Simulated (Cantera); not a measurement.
Input (Python, Cantera) and output of one run.

```python
import numpy as np
import cantera as ct

gas_names = [...]  # 115 gases of nasa_gas.yaml made of C, Ca, H, O
cond_names = """
    C(gr) C6H6(L) C7H8(L) C8H18(L),n-octa Ca(a) Ca(b) Ca(L) CaCO3(caL) CaO(s) CaO(L) CaO2H2(s) H2O(s)
    H2O(L)
""".split()


# ... load() reads the species with a 1 bar reference pressure and builds the phases ...
atoms = {
    'Ca(OH)2': {'Ca': 1, 'O': 2, 'H': 2},
    'C': {'C': 1},
    'O2': {'O': 2},
}
top_T = {'C(gr)': 4500}  # K; cautious upper limits of use, not melting points


# ... equilibrate(T, P, feed) seeds the gas with the atoms and calls Mixture.equilibrate('TP', solver="vcs", rtol=1e-11, max_steps=5000) ...
results = []
feed = {'Ca(OH)2': 1, 'C': 0.18, 'O2': 0.027}  # mol
P = 710  # Pa
for T in [798, 898, 998, 1098, 1198, 1298, 1398, 1498, 1598, 1698, 1798, 1898, 1998, 2098]:
    mix = equilibrate(T, P, feed)
    results.append((T, P, feed, dict(zip(mix.species_names, mix.species_moles))))

top = {s: max(r[3][s] / sum(r[3][g] for g in gas_names) for r in results) for s in gas_names}
cols = sorted((s for s in top if top[s] > 0.001), key=lambda s: -top[s])[:6]
seen = [c for c in cond_names if any(r[3].get(c, 0) > 1e-12 for r in results)]
print("log10 of partial pressures in bar; condensed amounts in mol")
print(f"{'T/K':>10s}" + "".join(f"{s[:9]:>10s}" for s in cols + seen))
for T, P, feed, n in results:
    ng = sum(n[g] for g in gas_names)
    print(f"{T:10.4g}" + "".join(f"{np.log10(max(n[s] / ng * P / 1e5, 1e-99)):10.3f}" for s in cols)
          + "".join(f"{n.get(c, 0):10.4g}" for c in seen))
```

It prints:

```
log10 of partial pressures in bar; condensed amounts in mol
       T/K       H2O        H2       CO2        CO         H        OH CaCO3(caL    CaO(s)
       798    -2.325    -2.689    -3.536    -4.532   -12.919   -16.059    0.1327    0.8673
       898    -2.363    -2.773    -3.033    -3.809   -11.347   -13.974         0         1
       998    -2.357    -2.790    -3.064    -3.658   -10.062   -12.291         0         1
      1098    -2.351    -2.807    -3.096    -3.550    -9.010   -10.910         0         1
      1198    -2.345    -2.823    -3.128    -3.470    -8.133    -9.757         0         1
      1298    -2.341    -2.838    -3.158    -3.411    -7.389    -8.780         0         1
      1398    -2.337    -2.851    -3.186    -3.365    -6.750    -7.941         0         1
      1498    -2.333    -2.863    -3.211    -3.329    -6.196    -7.214         0         1
      1598    -2.330    -2.873    -3.235    -3.301    -5.710    -6.577         0         1
      1698    -2.328    -2.883    -3.256    -3.278    -5.281    -6.015         0         1
      1798    -2.326    -2.892    -3.275    -3.259    -4.899    -5.516         0         1
      1898    -2.326    -2.901    -3.292    -3.244    -4.557    -5.069         0         1
      1998    -2.327    -2.910    -3.309    -3.232    -4.250    -4.669         0    0.9999
      2098    -2.332    -2.920    -3.327    -3.222    -3.972    -4.309         0    0.9997
```

Cantera equilibrium calculation (NASA polynomials, part measured and part estimated; ideal gas, pure solids and liquids).
